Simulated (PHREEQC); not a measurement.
A PHREEQC input (ion-association model, phreeqc.dat):

```
SOLUTION 1
  temp 19
  units mg/kgw
  pH 7
  pe 10.7
  Na 3.88
  K 0.165
  Ca 5.08
  Mg 2.38
  Cl 13.5
  S(6) 1.26 as SO4
  Alkalinity 13 as HCO3
  O(0) 0.0438
  B 0.00483
END
USE solution 1
EQUILIBRIUM_PHASES 1
  Quart 0 0.5
  CO2(g) -3.4 10
END
```

It stops with these messages:

```
ERROR: Phase not found in database, Quart.
ERROR: Calculations terminating due to input errors.
```

The fault: the phase Quartz misspelt. The line should read `Quartz` where the input has `Quart`. With the mend the run ends at pH 7.49 and ionic strength 0.000856 mol/kgw.
